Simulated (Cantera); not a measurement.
What does this Cantera script print?

```python
import numpy as np
import cantera as ct

gas_names = [...]  # 140 gases of nasa_gas.yaml made of C, Fe, H, N, O
cond_names = """
    C(gr) C6H6(L) C7H8(L) C8H18(L),n-octa Fe(a) Fe(c) Fe(d) Fe(L) FeC5O5(L) FeO(s) FeO(L) Fe(OH)2(s)
    Fe(OH)3(s) Fe2O3(s) Fe3O4(s) H2O(s) H2O(L)
""".split()


# ... load() reads the species with a 1 bar reference pressure and builds the phases ...
atoms = {
    'Fe(CO)5': {'Fe': 1, 'C': 5, 'O': 5},
    'H2': {'H': 2},
    'N2': {'N': 2},
}
top_T = {'C(gr)': 4500, 'Fe2O3(s)': 1830, 'Fe3O4(s)': 1870}  # K; cautious upper limits of use, not melting points


# ... equilibrate(T, P, feed) seeds the gas with the atoms and calls Mixture.equilibrate('TP', solver="vcs", rtol=1e-11, max_steps=5000) ...
results = []
T = 773.15  # K
P = 133.322  # Pa
for m in [0.31, 1.2, 2, 2.8, 3.7, 4.5, 5.4]:
    feed = {'Fe(CO)5': 1, 'H2': m, 'N2': 1.6}  # mol
    mix = equilibrate(T, P, feed)
    results.append((T, P, feed, dict(zip(mix.species_names, mix.species_moles))))

top = {s: max(r[3][s] / sum(r[3][g] for g in gas_names) for r in results) for s in gas_names}
cols = sorted((s for s in top if top[s] > 1e-05), key=lambda s: -top[s])[:9]
seen = [c for c in cond_names if any(r[3].get(c, 0) > 1e-12 for r in results)]
print("log10 of partial pressures in bar; condensed amounts in mol")
print(f"{'n(H2)':>10s}" + "".join(f"{s[:9]:>10s}" for s in cols + seen))
for T, P, feed, n in results:
    ng = sum(n[g] for g in gas_names)
    print(f"{feed['H2']:10.4g}" + "".join(f"{np.log10(max(n[s] / ng * P / 1e5, 1e-99)):10.3f}" for s in cols)
          + "".join(f"{n.get(c, 0):10.4g}" for c in seen))
```

Result:

```
log10 of partial pressures in bar; condensed amounts in mol
     n(H2)        CO        H2        N2       CO2       H2O       CH4     C(gr)     Fe(a)
      0.31    -3.110    -4.193    -3.464    -3.834    -5.626    -8.061    0.6946         1
       1.2    -3.159    -3.664    -3.524    -3.933    -5.146    -7.003    0.6629         1
         2    -3.199    -3.488    -3.572    -4.012    -5.011    -6.652    0.6382         1
       2.8    -3.234    -3.384    -3.614    -4.083    -4.942    -6.443    0.6163         1
       3.7    -3.271    -3.305    -3.658    -4.157    -4.900    -6.286    0.5945         1
       4.5    -3.301    -3.255    -3.693    -4.217    -4.880    -6.185    0.5771         1
       5.4    -3.333    -3.211    -3.729    -4.280    -4.868    -6.098    0.5593         1
```

These are equilibrium values from Cantera (NASA tables, ideal gas, pure condensed phases), not measurements of a reactor. Condensed phases not in the tables: cementite and carbon dissolved in iron.
